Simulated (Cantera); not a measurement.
**Pb + N2 (iron carbonyl, mercury and lead vapours)**

Input: 1 mol Pb, 4 mol N2, equilibrated at 1.00 bar.

These are equilibrium values from Cantera (NASA tables, ideal gas, pure condensed phases), not measurements of a reactor. Candidate condensed phases: Pb; 4 gas species. Equilibrium is a limit: real reactors are often held back by kinetics, nucleation or transport.

From 550 K to 600 K the condensed part is Pb(s). From 650 K to 1000 K the condensed part is Pb(l).

| T (K) | x N2 | x Pb | n Pb(s) | n Pb(l) |
|---|---|---|---|---|
| 550 | 1.00 | <1e-12 | 1.00 | 0 |
| 600 | 1.00 | 5.16e-12 | 1.00 | 0 |
| 650 | 1.00 | 9.36e-11 | 0 | 1.00 |
| 700 | 1.00 | 1.11e-9 | 0 | 1.00 |
| 750 | 1.00 | 9.48e-9 | 0 | 1.00 |
| 800 | 1.00 | 6.14e-8 | 0 | 1.00 |
| 850 | 1.00 | 3.18e-7 | 0 | 1.000 |
| 900 | 1.000 | 1.37e-6 | 0 | 1.000 |
| 950 | 1.000 | 5.03e-6 | 0 | 1.000 |
| 1000 | 1.000 | 1.62e-5 | 0 | 1.000 |
x: gas mole fraction; n: condensed amount in mol.
